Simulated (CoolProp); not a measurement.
A closed Brayton cycle with carbon dioxide: compressor inlet 323.15 K and 9.5 MPa, high pressure 21.3 MPa, turbine inlet 670 K, compressor efficiency 0.8, turbine efficiency 0.9, recuperator effectiveness 0 (on enthalpy, no pinch check). Each further row changes one setting.

The numbers come from the reference Helmholtz-energy equation of state, Span 1996 in CoolProp.

```json
[
 {"case": "as stated", "thermal efficiency (%)": "11.9", "net work (kJ/kg)": "48.9", "compressor to turbine work": "0.42", "compressor exit (K)": "380.1", "turbine exit (K)": "583.1"},
 {"case": "turbine inlet 620 K", "thermal efficiency (%)": "11.8", "net work (kJ/kg)": "40.9", "compressor to turbine work": "0.46", "compressor exit (K)": "380.1", "turbine exit (K)": "536.3"},
 {"case": "compressor inlet 333.15 K", "thermal efficiency (%)": "11.2", "net work (kJ/kg)": "41.3", "compressor to turbine work": "0.51", "compressor exit (K)": "400.5", "turbine exit (K)": "583.1"},
 {"case": "high pressure 18.1 MPa", "thermal efficiency (%)": "9.8", "net work (kJ/kg)": "41.5", "compressor to turbine work": "0.39", "compressor exit (K)": "368.4", "turbine exit (K)": "600.4"},
 {"case": "recuperator effectiveness 0.5", "thermal efficiency (%)": "17.0", "net work (kJ/kg)": "48.9", "compressor to turbine work": "0.42", "compressor exit (K)": "380.1", "turbine exit (K)": "583.1"}
]
```
